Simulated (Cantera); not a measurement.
An isothermal, constant-pressure homogeneous reactor starts with 94.0 % N2O, 6.02 % H2O, at 1323 K and 770 Pa.

Computed with Cantera and GRI-Mech 3.0 (53 species, 325 reactions). GRI-Mech 3.0 was tuned for natural gas; its chemistry of N2O as a main component is partial and can be far from experiment. Radical loss at walls, strong at low pressure, is not modelled. The mechanism lacks the step 2 NO + O2 → 2 NO2, which can matter for NO2 below about 1400 K. The temperature is held fixed by assumption; the heat of reaction is taken as removed at once.

x: mole fraction; the columns are a selection and need not sum to one.

```tsv
t (s)	x N2O	x H2O	x NO	x H2O2	x H
0.000500	0.940	0.0601	1.27e-6	<1e-12	1.64e-10
0.00149	0.940	0.0601	7.03e-6	3.55e-11	1.62e-9
0.00441	0.940	0.0601	2.73e-5	1.43e-9	6.75e-9
0.0131	0.939	0.0601	8.75e-5	4.57e-8	1.88e-8
0.0389	0.937	0.0601	0.000257	1.97e-7	2.98e-8
0.116	0.932	0.0599	0.000726	1.28e-7	3.28e-8
0.343	0.916	0.0596	0.00205	6.92e-8	3.26e-8
1.02	0.871	0.0587	[?]	[?]	3.09e-8
3.03	[?]	0.0563	[?]	[?]	3.19e-8
9.00	0.511	0.0513	0.0377	2.36e-9	3.88e-8
```

Problem. Complete the blanks.

Solution. 
- 1.02, x NO: 0.00590
- 1.02, x H2O2: 2.91e-8
- 3.03, x N2O: 0.755
- 3.03, x NO: 0.0162
- 3.03, x H2O2: 8.81e-9
